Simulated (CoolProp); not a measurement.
Properties of oxygen along the isobar 2.59 MPa (Tc = -118.6 °C, pc = 5.046 MPa, ω = 0.022).

Computed with CoolProp (reference Helmholtz-energy equation of state, Schmidt 1985). Above 300 K oxygen's equation is extrapolated.

```json
[
 {"T (°C)": "-128.15", "phase": "gas", "Z": "0.7414", "cp (kJ/(kg K))": "1.596"},
 {"T (°C)": "-109.85", "phase": "gas", "Z": "0.8375", "cp (kJ/(kg K))": "1.228"},
 {"T (°C)": "-91.45", "phase": "gas", "Z": "0.8888", "cp (kJ/(kg K))": "1.107"},
 {"T (°C)": "-73.15", "phase": "gas", "Z": "0.9205", "cp (kJ/(kg K))": "1.047"},
 {"T (°C)": "-54.75", "phase": "gas", "Z": "0.9419", "cp (kJ/(kg K))": "1.013"},
 {"T (°C)": "-36.45", "phase": "gas", "Z": "0.9570", "cp (kJ/(kg K))": "0.9913"},
 {"T (°C)": "-18.15", "phase": "gas", "Z": "0.9679", "cp (kJ/(kg K))": "0.9772"},
 {"T (°C)": "0.25", "phase": "gas", "Z": "0.9762", "cp (kJ/(kg K))": "0.9677"},
 {"T (°C)": "18.55", "phase": "gas", "Z": "0.9824", "cp (kJ/(kg K))": "0.9616"},
 {"T (°C)": "36.85", "phase": "gas", "Z": "0.9873", "cp (kJ/(kg K))": "0.9580"},
 {"T (°C)": "55.25", "phase": "gas", "Z": "0.9911", "cp (kJ/(kg K))": "0.9562"}
]
```
